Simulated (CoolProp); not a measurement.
Aqueous magnesium chloride as a coolant, at -2 °C, 1 atm.

Values from CoolProp's Melinder's fits for secondary coolants.

| mass % | freezing point (°C) | conductivity (W/(m K)) | density (kg/m³) | Prandtl number | cp (kJ/(kg K)) |
|---|---|---|---|---|---|
| 7.8 | -5.5 | 0.542 | 1069 | 18.1 | 3.699 |
| 11 | -9.8 | 0.534 | 1098 | 20.9 | 3.512 |
| 14.1 | -15.1 | 0.526 | [?] | 23.8 | 3.341 |
| 17.3 | [?] | 0.518 | 1156 | [?] | 3.176 |
| 20.5 | -30.2 | 0.509 | 1188 | 33.9 | 3.027 |
| 23.6 | -42.4 | [?] | 1224 | 81.5 | 2.895 |
| 26.8 | [?] | 0.468 | 1270 | 1050 | [?] |
| 29.9 | -98.6 | 0.419 | 1330 | 294000 | 2.637 |

Task: Fill in the missing entries.

Result: 
- 14.1, density (kg/m³): 1127
- 17.3, freezing point (°C): -21.7
- 17.3, Prandtl number: 26.4
- 23.6, conductivity (W/(m K)): 0.495
- 26.8, freezing point (°C): -63.3
- 26.8, cp (kJ/(kg K)): 2.766
